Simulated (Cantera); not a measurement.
**H2S + SO2 + O2 (abatement and gas-phase synthesis)**

Charge: 1 mol H2S, 0.3 mol SO2, 0.15 mol O2, held at 0.250 bar.

Equilibrium computed with Cantera from the NASA thermochemical tables; the gas is ideal and each condensed phase is pure. Candidate condensed phases: H2O, H2SO4, S; 19 gas species. Gases not in the tables: S3 to S7. The numbers say what is thermodynamically allowed, not how fast it happens.

| T (°C) | x H2O | x S2 | x H2 | x H2S | x SO | x SO2 | x S | x H | x SH | x S8 |
|---|---|---|---|---|---|---|---|---|---|---|
| 502 | 0.440 | 0.179 | 0.000397 | 0.259 | 2.64e-7 | 0.0929 | 3.15e-12 | <1e-12 | 5.09e-7 | 0.0238 |
| 652 | 0.431 | 0.272 | 0.00253 | 0.215 | 5.61e-6 | 0.0743 | 8.80e-10 | 2.62e-11 | 1.04e-5 | 5.98e-6 |
| 802 | 0.454 | 0.295 | 0.0102 | 0.177 | 4.66e-5 | 0.0597 | 4.60e-8 | 2.97e-9 | 8.41e-5 | 6.80e-9 |
| 952 | 0.460 | 0.309 | 0.0282 | 0.145 | 0.000235 | 0.0531 | 9.13e-7 | 1.05e-7 | 0.000397 | 4.12e-11 |
| 1102 | 0.451 | 0.317 | 0.0579 | 0.115 | 0.000869 | 0.0532 | 9.43e-6 | 1.65e-6 | 0.00128 | <1e-12 |
| 1252 | 0.429 | 0.320 | 0.0957 | 0.0873 | 0.00259 | 0.0585 | 6.12e-5 | 1.46e-5 | 0.00312 | <1e-12 |
| 1402 | 0.399 | 0.316 | 0.136 | 0.0650 | 0.00650 | 0.0668 | 0.000282 | 8.57e-5 | 0.00625 | <1e-12 |
| 1552 | 0.364 | 0.307 | 0.175 | 0.0483 | 0.0141 | 0.0759 | 0.00100 | 0.000369 | 0.0108 | <1e-12 |
| 1702 | 0.327 | 0.292 | 0.211 | 0.0360 | 0.0267 | 0.0835 | 0.00291 | 0.00126 | 0.0168 | <1e-12 |
| 1852 | 0.288 | 0.272 | 0.241 | 0.0270 | 0.0453 | 0.0879 | 0.00717 | 0.00357 | 0.0238 | <1e-12 |
| 2002 | 0.250 | 0.246 | 0.266 | 0.0202 | 0.0695 | 0.0884 | 0.0154 | 0.00875 | 0.0312 | <1e-12 |
| 2152 | 0.213 | 0.215 | 0.282 | 0.0149 | 0.0977 | 0.0847 | 0.0294 | 0.0190 | 0.0383 | <1e-12 |
| 2302 | 0.177 | 0.180 | 0.288 | 0.0107 | 0.127 | 0.0776 | 0.0505 | 0.0372 | 0.0438 | <1e-12 |
| 2452 | 0.143 | 0.142 | 0.282 | 0.00741 | 0.153 | 0.0680 | 0.0788 | 0.0663 | 0.0465 | <1e-12 |
x: gas mole fraction; nothing condenses.

From 502 °C to 2452 °C nothing is condensed.
